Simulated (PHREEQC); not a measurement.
Dissolve 0.0014 mol H3PO4 and 0.095 mol K2HPO4 per kg of water at 25 °C. Closed to the air; pH follows from the charge balance.

Equilibrium calculation in PHREEQC: ion-association model, phreeqc.dat.

### Question
The ionic strength comes out as 0.268 mol/kgw. What activity coefficients do HPO4-2, H2PO4-, OH-, KHPO4-, PO4-3 get?

### Answer
HPO4-2 0.27, H2PO4- 0.73, OH- 0.68, KHPO4- 0.73, PO4-3 0.038.

This is a speciation only: nothing precipitates in the calculation.
